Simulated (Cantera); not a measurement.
An isothermal, constant-pressure homogeneous reactor starts with C2H6 : N2 = 1 : 1.8 (molar parts), at 1773 K and 3.15 Torr.

Model: GRI-Mech 3.0 (53 species, 325 reactions), integrated in Cantera. GRI-Mech 3.0 stops at C3 and has no aromatics, soot or wall deposition, so with more carbon than oxygen in the feed, carbon stays in small species such as C2H2 where larger ones or solid carbon would form. Radical loss at walls, strong at low pressure, is not modelled.

Q: Predict: x(H) at 200 s; x(C2H) at 200 s; x(C2H4) at 200 s; x(H2) at 200 s; x(HCN) at 200 s.

A: 
| Property | Value |
|---|---|
| x(H) at 200 s | 0.00285 (gas-phase equilibrium 0.00285) |
| x(C2H) at 200 s | 1.11e-5 (gas-phase equilibrium 7.70e-6) |
| x(C2H4) at 200 s | 1.02e-5 (gas-phase equilibrium 7.04e-6) |
| x(H2) at 200 s | 0.415 (gas-phase equilibrium 0.415) |
| x(HCN) at 200 s | 6.35e-5 (gas-phase equilibrium 0.128) |
